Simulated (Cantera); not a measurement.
A perfectly stirred reactor is fed with H₂ : O₂ : N₂ : H₂O = 1.9 : 1 : 13 : 0.047 (molar parts), equivalence ratio 0.95, at 100000 Pa; it is held at 1050 K, and followed from long to short residence time.

Detailed kinetics in Cantera: the H2/O2 subset of GRI-Mech 3.0, which has no nitrogen chemistry. The temperature is held fixed by assumption; the heat of reaction is taken as removed at once.

One state of this run: x H₂ = 0.0120; x O₂ = 0.00943; x O = 0.000106; x HO₂ = 1.19e-5; x H₂O = 0.116. x: mole fraction; the columns are a selection and need not sum to one.

Q: Which value of τ (s) does it belong to?
A) 0.017
B) 19
C) 5.9
D) 0.0052

A: D, 0.0052
